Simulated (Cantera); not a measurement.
Input: 1 mol CO, 0.018 mol O2, 6.1 mol H2, equilibrated at 0.370 bar.

Equilibrium computed with Cantera from the NASA thermochemical tables; the gas is ideal and each condensed phase is pure. Candidate condensed phases: C, C6H6, C7H8, C8H18, H2O; 110 gas species. Kinetics and transport are ignored. All values below are at 552 °C.

Base state: H2 0.702, CH4 0.131, H2O 0.120, CO 0.0290, CO2 0.0177 (mole fractions); condensed: gas only.

Question: What changes in the equilibrium state with this change: CO replaced by C2H5OH?

Answer: 
```tsv
species	before	after
H2	0.702	0.712
CH4	0.131	0.170
H2O	0.120	0.0832
CO2	0.0177	0.0104
CO	0.0290	0.0250
C(graphite), mol	0	0.355
```
